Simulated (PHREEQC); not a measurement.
Dissolve 0.017 mol/kgw KOH and 0.0014 mol/kgw HBr at 25 °C. Closed to the air; pH follows from the charge balance.

All values are PHREEQC results (ion-association model, phreeqc.dat), not measurements.

This is a speciation only: nothing precipitates in the calculation.

Problem. What pH, specific conductance does the model give?

Solution. pH 12.13; specific conductance 4060 µS/cm.
